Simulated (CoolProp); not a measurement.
Properties of octamethyltrisiloxane (MDM) along the isotherm 301.85 °C.

Values from CoolProp's reference Helmholtz-energy equation of state, Thol 2017.

```json
[
 {"p (bar)": "0.0682", "phase": "gas", "density (kg/m³)": "0.3379", "cv (kJ/(kg K))": "2.057", "isothermal compressibility (1/MPa)": "146.8", "expansivity (1/kK)": "1.749", "fugacity coefficient": "0.9985"},
 {"p (bar)": "0.11", "phase": "gas", "density (kg/m³)": "0.5455", "cv (kJ/(kg K))": "2.057", "isothermal compressibility (1/MPa)": "91.13", "expansivity (1/kK)": "1.755", "fugacity coefficient": "0.9976"},
 {"p (bar)": "0.178", "phase": "gas", "density (kg/m³)": "0.8841", "cv (kJ/(kg K))": "2.057", "isothermal compressibility (1/MPa)": "56.40", "expansivity (1/kK)": "1.765", "fugacity coefficient": "0.9961"},
 {"p (bar)": "0.288", "phase": "gas", "density (kg/m³)": "1.434", "cv (kJ/(kg K))": "2.058", "isothermal compressibility (1/MPa)": "34.94", "expansivity (1/kK)": "1.782", "fugacity coefficient": "0.9938"},
 {"p (bar)": "0.465", "phase": "gas", "density (kg/m³)": "2.324", "cv (kJ/(kg K))": "2.058", "isothermal compressibility (1/MPa)": "21.73", "expansivity (1/kK)": "1.809", "fugacity coefficient": "0.9899"},
 {"p (bar)": "0.751", "phase": "gas", "density (kg/m³)": "3.778", "cv (kJ/(kg K))": "2.059", "isothermal compressibility (1/MPa)": "13.54", "expansivity (1/kK)": "1.855", "fugacity coefficient": "0.9837"},
 {"p (bar)": "1.21", "phase": "gas", "density (kg/m³)": "6.151", "cv (kJ/(kg K))": "2.061", "isothermal compressibility (1/MPa)": "8.497", "expansivity (1/kK)": "1.931", "fugacity coefficient": "0.9738"},
 {"p (bar)": "1.96", "phase": "gas", "density (kg/m³)": "10.14", "cv (kJ/(kg K))": "___", "isothermal compressibility (1/MPa)": "___", "expansivity (1/kK)": "2.067", "fugacity coefficient": "0.9577"},
 {"p (bar)": "3.17", "phase": "gas", "density (kg/m³)": "16.92", "cv (kJ/(kg K))": "2.068", "isothermal compressibility (1/MPa)": "3.419", "expansivity (1/kK)": "2.321", "fugacity coefficient": "0.9317"},
 {"p (bar)": "5.11", "phase": "gas", "density (kg/m³)": "28.81", "cv (kJ/(kg K))": "2.076", "isothermal compressibility (1/MPa)": "2.262", "expansivity (1/kK)": "___", "fugacity coefficient": "0.8902"},
 {"p (bar)": "8.26", "phase": "gas", "density (kg/m³)": "52.03", "cv (kJ/(kg K))": "2.092", "isothermal compressibility (1/MPa)": "1.620", "expansivity (1/kK)": "4.262", "fugacity coefficient": "0.8230"},
 {"p (bar)": "13.3", "phase": "gas", "density (kg/m³)": "113.4", "cv (kJ/(kg K))": "2.136", "isothermal compressibility (1/MPa)": "1.698", "expansivity (1/kK)": "12.84", "fugacity coefficient": "0.7133"},
 {"p (bar)": "21.6", "phase": "supercritical", "density (kg/m³)": "409.4", "cv (kJ/(kg K))": "2.150", "isothermal compressibility (1/MPa)": "0.2215", "expansivity (1/kK)": "10.58", "fugacity coefficient": "0.5206"}
]
```

Question: Complete the blanks.

Answer: 
- 1.96, cv (kJ/(kg K)): 2.063
- 1.96, isothermal compressibility (1/MPa): 5.346
- 5.11, expansivity (1/kK): 2.846
